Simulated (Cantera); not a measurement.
Feed: 1 mol SiF₄, 90 mol N₂, at 1100 °C and 61.0 Pa.

Equilibrium computed with Cantera from the NASA thermochemical tables; the gas is ideal and each condensed phase is pure. Candidate condensed phases: Si, Si₃N₄; 16 gas species. Equilibrium is a limit: real reactors are often held back by kinetics, nucleation or transport.

Base state: N₂ 0.989, SiF₄ 0.0110 (mole fractions); condensed: gas only.

Task: What changes in the equilibrium state with this change: temperature from 1100 °C to 1775 °C?

Result: 
```tsv
species	before	after
N₂	0.989	0.988
SiF₄	0.0110	0.00989
F	1.75e-7	0.00112
SiF₂	<1e-9	3.17e-5
SiF₃	1.75e-7	0.00106
```
The tables' values for SiF₃, SiF₂ are old estimates; treat these amounts as uncertain.
